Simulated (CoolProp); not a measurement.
Vapour-liquid equilibrium of ethane (1) + hydrogen sulfide (2) at 263.5 K; x and y are mole fractions of (1).

Computed with CoolProp (multi-fluid Helmholtz-energy mixture model, Bücker 2006 and Lemmon 2006; pair parameters Kunz 2012).

```csv
x,bubble pressure (MPa),y at the bubble point,dew pressure at overall composition x (MPa),liquid density (mol/L)
0.05,1.009,0.249,0.8084,24.07
0.125,1.263,0.418,0.8746,22.73
0.2,1.431,0.503,0.9516,21.52
0.275,1.546,0.556,1.042,20.42
0.35,1.631,0.595,1.149,19.43
0.425,1.697,0.628,1.276,18.52
0.5,1.752,0.659,1.425,17.70
0.575,1.800,0.691,1.588,16.95
0.65,1.841,0.727,1.737,16.28
0.725,1.874,0.769,1.838,15.69
0.8,1.896,0.817,1.890,15.16
0.875,1.905,0.875,1.905,14.69
0.95,1.895,0.945,1.893,14.28
```

y crosses x between x = 0.875 and 0.95: the model has an azeotrope there.

The pair parameters rest on a limited set of measurements; away from them the model extrapolates.
